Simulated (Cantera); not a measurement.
An adiabatic, constant-pressure homogeneous reactor starts with H2 : O2 : N2 = 1 : 0.5 : 1.88 (molar parts), at 1125 K and 9.30 bar.

Model: the H2/O2 subset of GRI-Mech 3.0, which has no nitrogen chemistry, integrated in Cantera. The hydrogen kinetics of GRI-Mech 3.0 are dated; newer H2 mechanisms differ, most at raised pressure.

Predict: time of steepest temperature rise; temperature at 10.0 s; equilibrium temperature; x(H2) at 10.0 s; x(O2) at 10.0 s; x(H2O2) at 10.0 s; x(O) at 10.0 s; x(OH) at 10.0 s; x(H) at 10.0 s.


```
Quantity                                                             Value
---------------------------------  ---------------------------------------
time of steepest temperature rise                                 0.475 ms
temperature at 10.0 s                                               2891 K
equilibrium temperature                                             2891 K
x(H2) at 10.0 s                      0.0295 (gas-phase equilibrium 0.0295)
x(O2) at 10.0 s                      0.0102 (gas-phase equilibrium 0.0102)
x(H2O2) at 10.0 s                  1.33e-6 (gas-phase equilibrium 1.33e-6)
x(O) at 10.0 s                     0.00256 (gas-phase equilibrium 0.00256)
x(OH) at 10.0 s                      0.0193 (gas-phase equilibrium 0.0193)
x(H) at 10.0 s                     0.00633 (gas-phase equilibrium 0.00633)
```
